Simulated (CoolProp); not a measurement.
c-C4F8 (RC318) at several states: Z from the reference equation and from simpler models built on Tc = 115.2 °C, pc = 2.778 MPa, ω = 0.355; each cubic takes its own stable root.

Model: reference Helmholtz-energy equation of state, Platzer 1990, in CoolProp. This equation is an older, rougher fit; its heat capacities, sound speeds and derivatives of the liquid may be far off and weren't checked against measurements.

```csv
T (°C),p (MPa),phase,reference,van der Waals,Redlich-Kwong,Soave-Redlich-Kwong,Peng-Robinson
58.75,1.5,liquid,0.08016,0.1315,0.09411,0.08772,0.07738
90.65,0.0193,gas,0.9971,0.9976,0.9971,0.9970,0.9967
-34.05,0.0123,gas,0.9928,0.9960,0.9942,0.9932,0.9929
43.05,0.404,gas,0.8927,0.9246,0.9044,0.8928,0.8863
```
